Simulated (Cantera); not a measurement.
A closed system holds: 1 mol Ti(OiPr)4, 0.15 mol CH4, 12 mol H2, 2.3 mol H2O, held at 0.0170 bar.

Method: chemical equilibrium by Gibbs-energy minimisation in Cantera with the NASA 1993 tables (ideal gas, pure condensed phases). Candidate condensed phases: C, C6H6, C7H8, C8H18, H2O, Ti, TiC, TiO, TiO2, Ti2O3, Ti3O5, Ti4O7; 113 gas species. The feed counts by its element totals alone. TiC: taken at fixed stoichiometry. Equilibrium is a limit: real reactors are often held back by kinetics, nucleation or transport.

Q: At 1927 °C, list the 4 most abundant gas species with their mole fractions, and the condensed phases.

A: H2 0.783, CO 0.177, H 0.0382, C2H2 (acetylene) 0.00201. Condensed: C(graphite) + TiC(s).
